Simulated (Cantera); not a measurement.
Cantera run, input and output.

```python
import numpy as np
import cantera as ct

gas = ct.Solution("SiF4_NH3_mec.yaml", "gas")
gas.TPX = 1623, 8400, {'NH3': 1, 'N2': 0.18}
inlet = ct.Reservoir(gas, clone=True)

reactor = ct.IdealGasConstPressureReactor(gas, energy="off", clone=False)
exhaust = ct.Reservoir(gas, clone=True)
tau = [18, 3.5, 0.69, 0.13, 0.026, 0.0051, 0.00099][0]
for a, b in ((inlet, reactor), (reactor, exhaust)):
    ct.MassFlowController(a, b, mdot=lambda t: reactor.mass / tau)
net = ct.ReactorNet([reactor])
show = ['NH3', 'NH', 'N2H2', 'H2', 'N', 'H', 'N2']

rows = []
print(f"{'tau/s':>10s}{'T/K':>9s}" + "".join(f"{s:>11s}" for s in show))
for tau in [18, 3.5, 0.69, 0.13, 0.026, 0.0051, 0.00099]:
    net.initial_time = 0.0
    net.advance(30 * tau)
    before = gas.X
    net.advance(40 * tau)
    drift = np.max(np.abs(gas.X - before) / (gas.X + 1e-9))
    rows.append([gas.T, *gas[show].X, drift])
    print(f"{tau:10.3e}{gas.T:9.1f}" + "".join(f"{x:11.3e}" for x in gas[show].X))
```

It prints:

```
     tau/s      T/K        NH3         NH       N2H2         H2          N          H         N2
 1.800e+01   1623.0  4.660e-01  6.420e-07  5.635e-07  3.096e-01  2.391e-08  2.864e-05  2.242e-01
 3.500e+00   1623.0  7.220e-01  6.781e-07  1.167e-06  1.018e-01  1.702e-08  8.289e-06  1.761e-01
 6.900e-01   1623.0  8.192e-01  5.595e-07  1.445e-06  2.281e-02  6.288e-09  1.853e-06  1.578e-01
 1.300e-01   1623.0  8.423e-01  4.333e-07  1.396e-06  4.112e-03  1.245e-09  3.538e-07  1.535e-01
 2.600e-02   1623.0  8.466e-01  2.937e-07  9.101e-07  5.797e-04  1.918e-10  6.176e-08  1.527e-01
 5.100e-03   1623.0  8.474e-01  5.359e-08  1.111e-07  3.504e-05  1.462e-11  9.986e-09  1.525e-01
 9.900e-04   1623.0  8.474e-01  2.378e-09  3.704e-09  4.684e-06  7.277e-13  6.999e-09  1.525e-01
```

Cantera simulation using the gas-phase N/H chemistry of the illustrative SiF4/NH3 mechanism in the Surface Chemkin manual (1991); the numbers are that mechanism's predictions, not measurements. Walls and surfaces, which speed up NH3 decomposition in real reactors, are not modelled.
